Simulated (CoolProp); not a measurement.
Vapour-liquid equilibrium of C3F8 (R218) (1) + R134a (2) at 254.2 K; x and y are mole fractions of (1).

Values from CoolProp's multi-fluid Helmholtz-energy mixture model, Lemmon 2006 and Tillner-Roth 1994; pair parameters Bell 2016.

| x | bubble pressure, mixture model (bar) | bubble pressure, Raoult's law (bar) | y, mixture model | y, Raoult's law |
|---|---|---|---|---|
| 0.05 | 1.692 | 1.426 | 0.208 | 0.075 |
| 0.15 | 2.079 | 1.499 | 0.398 | 0.213 |
| 0.25 | 2.290 | 1.573 | 0.487 | 0.338 |
| 0.35 | 2.406 | 1.647 | 0.539 | 0.452 |
| 0.45 | 2.473 | 1.721 | 0.578 | 0.556 |
| 0.55 | 2.510 | 1.795 | 0.613 | 0.652 |
| 0.65 | 2.523 | 1.869 | 0.651 | 0.740 |
| 0.75 | 2.506 | 1.942 | 0.700 | 0.821 |
| 0.85 | 2.436 | 2.016 | 0.774 | 0.897 |
| 0.95 | 2.270 | 2.090 | 0.899 | 0.967 |

The largest gap from Raoult's law is +46.1 % in bubble pressure, at x = 0.35. y crosses x between x = 0.65 and 0.75: the model has an azeotrope there.

Pair parameters are fitted to limited data, so mixtures are less certain than the pure fluids.
